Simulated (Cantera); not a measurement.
A closed system holds: 1 mol borazine, 0.052 mol O2, 13 mol N2, held at 3.10 mbar.

Cantera equilibrium calculation (NASA polynomials, part measured and part estimated; ideal gas, pure solids and liquids). Candidate condensed phases: B, BN, B2O3, B3O3H3, H2O; 39 gas species. The feed counts by its element totals alone. The numbers say what is thermodynamically allowed, not how fast it happens.

Question: Which condensed phases are stable at each of these points (T (°C)): 1575, 1625, 1675, 1725, 1775, 1825, 1875, 1925, 1975, 2025, 2075?

Answer: 
```json
[
 {"T (°C)": "1575", "condensed phases": "BN(s)", "B condensed (%)": "96.6"},
 {"T (°C)": "1625", "condensed phases": "BN(s)", "B condensed (%)": "96.5"},
 {"T (°C)": "1675", "condensed phases": "BN(s)", "B condensed (%)": "96.5"},
 {"T (°C)": "1725", "condensed phases": "BN(s)", "B condensed (%)": "96.5"},
 {"T (°C)": "1775", "condensed phases": "BN(s)", "B condensed (%)": "96.5"},
 {"T (°C)": "1825", "condensed phases": "BN(s)", "B condensed (%)": "96.4"},
 {"T (°C)": "1875", "condensed phases": "BN(s)", "B condensed (%)": "96.3"},
 {"T (°C)": "1925", "condensed phases": "BN(s)", "B condensed (%)": "96.0"},
 {"T (°C)": "1975", "condensed phases": "B(s)", "B condensed (%)": "95.3"},
 {"T (°C)": "2025", "condensed phases": "B(s)", "B condensed (%)": "94.3"},
 {"T (°C)": "2075", "condensed phases": "B(s)", "B condensed (%)": "92.5"}
]
```

From 1575 °C to 1925 °C the condensed part is BN(s). From 1975 °C to 2075 °C the condensed part is B(s).
